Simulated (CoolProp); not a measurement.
Vapour-liquid equilibrium of CHF3 (R23) (1) + R227EA (2) at -23.55 °C; x and y are mole fractions of (1).

Values from CoolProp's multi-fluid Helmholtz-energy mixture model, Penoncello 2003 and Lemmon 2016; pair parameters Bell 2016.

Question: Give the bubble pressure and the first vapour's composition at x = 0.25, 0.45, 0.65. Is there an azeotrope?

Answer: x = 0.25: 370.2 kPa, y = 0.831; x = 0.45: 608.1 kPa, y = 0.914; x = 0.65: 827.9 kPa, y = 0.952. No azeotrope shows between x = 0.05 and 0.95.

Pair parameters are fitted to limited data, so mixtures are less certain than the pure fluids. The gap from Raoult's law changes sign with composition, which may be real or a fault of the pair parameters; it wasn't checked against measurements.
